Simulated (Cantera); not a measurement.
A perfectly stirred reactor is fed with H2 : O2 = 0.035 : 1 (molar parts), equivalence ratio 0.018, at 0.00197 atm; it is held at 1025 K, and followed from long to short residence time.

Model: the H2/O2 subset of GRI-Mech 3.0, which has no nitrogen chemistry, integrated in Cantera. Radical loss at walls, strong at low pressure, is not modelled. The temperature is held fixed by assumption; the heat of reaction is taken as removed at once.

Question: Predict: x(H2) at τ = 12.0 s; x(O2) at τ = 12.0 s; x(H2O2) at τ = 12.0 s; x(H) at τ = 12.0 s; x(H2O) at τ = 12.0 s; x(H2) at τ = 0.260 s; x(O2) at τ = 0.260 s; x(H2O2) at τ = 0.260 s; x(H) at τ = 0.260 s; x(H2O) at τ = 0.260 s.

Answer: 
```json
{
 "x(H2) at τ = 12.0 s": "0.000150",
 "x(O2) at τ = 12.0 s": "0.962",
 "x(H2O2) at τ = 12.0 s": "9.95e-9",
 "x(H) at τ = 12.0 s": "0.000410",
 "x(H2O) at τ = 12.0 s": "0.0337",
 "x(H2) at τ = 0.260 s": "0.00140",
 "x(O2) at τ = 0.260 s": "0.947",
 "x(H2O2) at τ = 0.260 s": "1.43e-8",
 "x(H) at τ = 0.260 s": "0.00533",
 "x(H2O) at τ = 0.260 s": "0.0291"
}
```
